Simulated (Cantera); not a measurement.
Input (Python, Cantera):

```python
import numpy as np
import cantera as ct

gas = ct.Solution("gri30.yaml")
gas.TPX = 1175, 36000, {'N2O': 1, 'O2': 0.11}
reactor = ct.IdealGasConstPressureReactor(gas, energy="off", clone=False)
net = ct.ReactorNet([reactor])
net.rtol, net.atol = 1e-08, 1e-18
show = ['N2O', 'O2', 'NO2', 'NO', 'N2', 'O']
times = np.geomspace(1e-05, 300, 13)

steps = ct.SolutionArray(gas, extra=["t"])
rows = []
print(f"{'t/s':>10s}{'T/K':>9s}{'P/Pa':>11s}" + "".join(f"{s:>11s}" for s in show))
for t in times:
    while net.time < t:
        t_next = net.step()
        steps.append(gas.state, t=t_next)
    rows.append([np.interp(t, steps.t, y) for y in (steps.T, steps.P, *steps(*show).X.T)])
    print(f"{t:10.3e}{rows[-1][0]:9.1f}{rows[-1][1]:11.4g}" + "".join(f"{x:11.3e}" for x in rows[-1][2:]))
rate = np.gradient(steps.T, steps.t)
print("integrator steps:", len(steps.t))
if steps.T.max() > steps.T[0] + 200:
    print(f"time of steepest temperature rise: {steps.t[rate.argmax()]:.4e} s")
gas.TPX = 1175, 36000, {'N2O': 1, 'O2': 0.11}
gas.equilibrate("TP")
print(f"equilibrium (TP): T = {gas.T:.1f} K  " + "  ".join(f"{s} {gas[s].X[0]:.3e}" for s in show))
```

It prints:

```
       t/s      T/K       P/Pa        N2O         O2        NO2         NO         N2          O
 1.000e-05   1175.0    3.6e+04  9.009e-01  9.910e-02  2.233e-15  2.452e-08  7.203e-07  4.744e-07
 4.198e-05   1175.0    3.6e+04  9.009e-01  9.910e-02  2.835e-13  2.805e-07  3.870e-06  1.057e-06
 1.763e-04   1175.0    3.6e+04  9.009e-01  9.911e-02  1.152e-11  1.792e-06  1.917e-05  1.204e-06
 7.401e-04   1175.0    3.6e+04  9.008e-01  9.913e-02  2.438e-10  8.256e-06  8.398e-05  1.204e-06
 3.107e-03   1175.0    3.6e+04  9.004e-01  9.925e-02  4.430e-09  3.538e-05  3.560e-04  1.204e-06
 1.305e-02   1175.0    3.6e+04  8.986e-01  9.973e-02  7.369e-08  1.490e-04  1.496e-03  1.204e-06
 5.477e-02   1175.0    3.6e+04  8.914e-01  1.017e-01  1.017e-06  6.221e-04  6.250e-03  1.203e-06
 2.300e-01   1175.0    3.6e+04  8.619e-01  1.099e-01  8.478e-06  2.545e-03  2.565e-02  1.197e-06
 9.655e-01   1175.0    3.6e+04  7.515e-01  1.406e-01  3.943e-05  9.676e-03  9.813e-02  1.169e-06
 4.054e+00   1175.0    3.6e+04  4.498e-01  2.248e-01  1.229e-04  2.853e-02  2.967e-01  1.045e-06
 1.702e+01   1175.0    3.6e+04  9.179e-02  3.267e-01  2.150e-04  4.709e-02  5.342e-01  5.391e-07
 7.145e+01   1175.0    3.6e+04  1.434e-03  3.540e-01  5.029e-04  4.810e-02  5.960e-01  2.603e-08
 3.000e+02   1175.0    3.6e+04  5.359e-07  3.544e-01  7.100e-04  4.785e-02  5.971e-01  1.459e-08
integrator steps: 1218
equilibrium (TP): T = 1175.0 K  N2O 7.314e-09  O2 3.788e-01  NO2 2.960e-06  NO 1.929e-04  N2 6.210e-01  O 1.508e-08
```

Cantera simulation using GRI-Mech 3.0 (53 species, 325 reactions); the numbers are that mechanism's predictions, not measurements. GRI-Mech 3.0 was tuned for natural gas; its chemistry of N2O as a main component is partial and can be far from experiment. The mechanism lacks the step 2 NO + O2 → 2 NO2, which can matter for NO2 below about 1400 K. The temperature is held fixed by assumption; the heat of reaction is taken as removed at once.
